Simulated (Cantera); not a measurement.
Input: 1 mol Si2Cl6, 0.55 mol N2, 60 mol H2, 30 mol NH3, at 0.133 bar.

Equilibrium computed with Cantera from the NASA thermochemical tables; the gas is ideal and each condensed phase is pure. Candidate condensed phases: NH4Cl, Si, Si3N4; 28 gas species. The feed counts by its element totals alone. Equilibrium is a limit: real reactors are often held back by kinetics, nucleation or transport.

Question: At 925 °C, list the 3 most abundant gas species with their mole fractions, and the condensed phases.

Answer: H2 0.835, N2 0.116, HCl 0.0491. Condensed: Si3N4(s).
